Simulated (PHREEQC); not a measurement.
A solution holds 13 mmol/kgw HF, 1.8 mmol/kgw NH4BF4, 0.037 mmol/kgw H2SiF6 and 0.042 mmol/kgw HCl, at 60 °C. Closed to the air; pH follows from the charge balance.

Computed with PHREEQC (ion-association model, phreeqc.dat).

This is a speciation only: nothing precipitates in the calculation.

Estimate the pH, ionic strength.

pH 2.69; ionic strength 0.00401 mol/kgw.

In which forms is Si present?

SiF6-2 99 %, H4SiO4 1.1 % of the Si.

Complexes and solids missing from the database can't appear. Constants without temperature data keep their 25 °C values here. SiF6-2 is the database's only silicon fluoride. Real BF4- forms and hydrolyses slowly; the run takes it at equilibrium.
